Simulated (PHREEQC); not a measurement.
A PHREEQC input (ion-association model, phreeqc.dat):

```
SOLUTION 1
  temp 293.15
  units mg/kgw
  pH 6.91
  pe 9.8
  Na 12.4
  K 112
  Ca 81.7
  Mg 3.48
  Cl 31.7
  S(6) 128 as SO4
  Alkalinity 254 as HCO3
  Ba 2.75
  Zn 3.28
END
USE solution 1
EQUILIBRIUM_PHASES 1
  CO2(g) -2 10
END
```

It stops with these messages:

```
WARNING: Maximum iterations exceeded, 100
WARNING: Maximum iterations exceeded, 100
WARNING: The program has failed to converge to a numerical solution.
ERROR:           Alkalinity has not converged. Total: 4.162631e-03	Calculated: -1.407367e-05	Residual: 4.176705e-03
ERROR: Is non-carbonate alkalinity greater than total alkalinity?
ERROR:                   Ba has not converged. Total: 2.002330e-05	Calculated: 1.607676e-06	Residual: 1.841562e-05
ERROR:                   Ca has not converged. Total: 2.038423e-03	Calculated: 2.538321e-06	Residual: 2.035885e-03
ERROR:                   Cl has not converged. Total: 8.941415e-04	Calculated: 1.004070e-03	Residual: -1.099286e-04
ERROR:                    K has not converged. Total: 2.864304e-03	Calculated: 2.276912e-03	Residual: 5.873915e-04
ERROR:                   Mg has not converged. Total: 1.431392e-04	Calculated: 1.671603e-05	Residual: 1.264232e-04
ERROR:                   Na has not converged. Total: 5.393696e-04	Calculated: 6.489979e-04	Residual: -1.096283e-04
ERROR:                 S(6) has not converged. Total: 1.332445e-03	Calculated: 5.659487e-04	Residual: 7.664964e-04
ERROR:                   Zn has not converged. Total: 5.017592e-05	Calculated: 2.996975e-07	Residual: 4.987622e-05
ERROR:               A(H2O) Activity of water has not converged. 	Residual: 1.600008e+01
ERROR: Model failed to converge for initial solution  1.
```

Q: Why does the run stop?

A: The fault: the temperature typed in kelvin. The line should read `temp 20` where the input has `temp 293.15`. With the mend the run ends at pH 7.35 and ionic strength 0.0105 mol/kgw.
